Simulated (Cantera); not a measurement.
Mixture: CH₄ : O₂ : N₂ = 1 : 2.06 : 7.75 (molar parts), at 2850 Torr, adiabatic and at constant pressure. Ignition delay is the time to a rise of 400 K.

Computed with Cantera and GRI-Mech 3.0 (53 species, 325 reactions).

Question: What does this change do: O2 2.06 to 3.1 parts?

Answer: 
```
quantity                                                before       after
--------------------------------------------------  ----------  ----------
delay at 1150 K                                        25.6 ms     14.9 ms
delay at 1300 K                                        3.72 ms     2.14 ms
delay at 1450 K                                       0.691 ms    0.415 ms
delay at 1600 K                                       0.162 ms    0.107 ms
delay at 1750 K                                        49.2 µs     35.9 µs
apparent activation energy between 1675 and 1825 K  180 kJ/mol  170 kJ/mol
```

Question: What does this change do: pressure from 2850 Torr to 1050 Torr?

Answer: 
```
quantity                                                before       after
--------------------------------------------------  ----------  ----------
delay at 1150 K                                        25.6 ms     69.4 ms
delay at 1300 K                                        3.72 ms     8.85 ms
delay at 1450 K                                       0.691 ms     1.52 ms
delay at 1600 K                                       0.162 ms    0.354 ms
delay at 1750 K                                        49.2 µs    0.113 ms
apparent activation energy between 1675 and 1825 K  180 kJ/mol  170 kJ/mol
```

Question: What does this change do: pressure from 2850 Torr to 5030 Torr?

Answer: 
| quantity | before | after |
|---|---|---|
| delay at 1150 K | 25.6 ms | 13.8 ms |
| delay at 1300 K | 3.72 ms | 2.16 ms |
| delay at 1450 K | 0.691 ms | 0.428 ms |
| delay at 1600 K | 0.162 ms | 0.104 ms |
| delay at 1750 K | 49.2 µs | 31.2 µs |
| apparent activation energy between 1675 and 1825 K | 180 kJ/mol | 180 kJ/mol |
